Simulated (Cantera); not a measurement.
Mixture: C3H8 : O2 : N2 = 1 : 2.27 : 8.55 (molar parts), equivalence ratio 2.2, at 0.820 bar, adiabatic and at constant pressure. Ignition delay is the time to a rise of 400 K.

Cantera simulation using GRI-Mech 3.0 (53 species, 325 reactions); the numbers are that mechanism's predictions, not measurements. GRI-Mech 3.0 was tuned for natural gas; its chemistry of propane as a main component is partial and can be far from experiment.

Problem. What does this change do: pressure from 0.820 bar to 4.20 bar?

Solution. 
| quantity | before | after |
|---|---|---|
| delay at 1200 K | 7.09 ms | 3.13 ms |
| delay at 1350 K | 0.551 ms | 0.234 ms |
| delay at 1500 K | 0.101 ms | 36.2 µs |
| delay at 1650 K | 35.0 µs | 10.4 µs |
| delay at 1800 K | 17.6 µs | 4.63 µs |
| apparent activation energy between 1725 and 1875 K | 100 kJ/mol | 120 kJ/mol |
